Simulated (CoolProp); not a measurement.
Vapour-liquid equilibrium of R134a (1) + R123 (2) at -51.35 °C; x and y are mole fractions of (1).

Computed with CoolProp (multi-fluid Helmholtz-energy mixture model, Tillner-Roth 1994 and Younglove 1994; pair parameters Bell 2016).

Problem. Give the bubble pressure and the first vapour's composition at x = 0.25, 0.35, 0.45. Is there an azeotrope?

Solution. x = 0.25: 0.1082 bar, y = 0.886; x = 0.35: 0.1373 bar, y = 0.920; x = 0.45: 0.1621 bar, y = 0.940. No azeotrope shows between x = 0.05 and 0.95.

The pair parameters rest on a limited set of measurements; away from them the model extrapolates.
